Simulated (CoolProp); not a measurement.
CH2F2 (R32) at several states: Z from the reference equation and from simpler models built on Tc = 351.3 K, pc = 5.783 MPa, ω = 0.277; each cubic takes its own stable root.

Computed with CoolProp (reference Helmholtz-energy equation of state, Tillner-Roth 1997).

| T (K) | p (MPa) | phase | reference |
|---|---|---|---|
| 232.7 | 0.24 | liquid | 0.005462 |
| 151.3 | 0.327 | liquid | 0.009707 |
| 149.3 | 0.0816 | liquid | 0.002447 |
| 284.2 | 0.903 | gas | 0.8528 |
| 174.6 | 2.24 | liquid | 0.06001 |
| 361.5 | 0.0124 | gas | 0.9992 |

How far does each simpler model (van der Waals, Redlich-Kwong, Soave-Redlich-Kwong, Peng-Robinson) lie from the reference over these 6 states: mean and median of the absolute difference, and the worst?


- van der Waals: mean 2984.1 %, median 97.7 %, worst +17602.3 % at 232.7 K and 0.24 MPa
- Redlich-Kwong: mean 2911.8 %, median 33.2 %, worst +17366.1 % at 232.7 K and 0.24 MPa
- Soave-Redlich-Kwong: mean 20.8 %, median 29.1 %, worst +31.4 % at 149.3 K and 0.0816 MPa
- Peng-Robinson: mean 11.0 %, median 14.5 %, worst +17.1 % at 149.3 K and 0.0816 MPa

At some of these states van der Waals, Redlich-Kwong gives the other phase, because its saturation line lies elsewhere.
